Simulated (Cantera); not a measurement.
An isothermal, constant-pressure homogeneous reactor starts with C2H4 : H2 = 1 : 18 (molar parts), at 1325 K and 0.00320 bar.

Model: GRI-Mech 3.0 (53 species, 325 reactions), integrated in Cantera. GRI-Mech 3.0 was tuned for natural gas; its chemistry of ethylene as a main component is partial and can be far from experiment. GRI-Mech 3.0 stops at C3 and has no aromatics, soot or wall deposition, so with more carbon than oxygen in the feed, carbon stays in small species such as C2H2 where larger ones or solid carbon would form. Radical loss at walls, strong at low pressure, is not modelled.

Predict: x(C2H4) at 300 s; x(H2) at 300 s; x(H) at 300 s.


```json
{
  "x(C2H4) at 300 s": "0.000308 (gas-phase equilibrium 0.000296)",
  "x(H2) at 300 s": "0.950 (gas-phase equilibrium 0.947)",
  "x(H) at 300 s": "2.90e-5 (gas-phase equilibrium 2.83e-5)"
}
```
